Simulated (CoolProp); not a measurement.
The numbers come from the reference Helmholtz-energy equation of state, Lemmon 2013 in CoolProp.

Task: For propylene, give the phase and the cp (kJ/(kg K)), cv (kJ/(kg K)), Joule-Thomson coefficient (K/MPa), Prandtl number at 428.6 K and 1.44 bar; 428.6 K and 5.18 bar; 428.6 K and 127 bar.

Result: 
- 428.6 K and 1.44 bar: gas; cp 2.02, cv 1.82, Joule-Thomson coefficient 6.19, Prandtl number 0.758
- 428.6 K and 5.18 bar: gas; cp 2.04, cv 1.82, Joule-Thomson coefficient 6.28, Prandtl number 0.758
- 428.6 K and 127 bar: supercritical; cp 3.57, cv 1.98, Joule-Thomson coefficient 2.45, Prandtl number 1.83

Viscosity comes from a separate model (Huber 2003), an estimate that may be off by 10 % or more. Thermal conductivity comes from a separate model (Huber 2003), an estimate that may be off by 10 % or more.
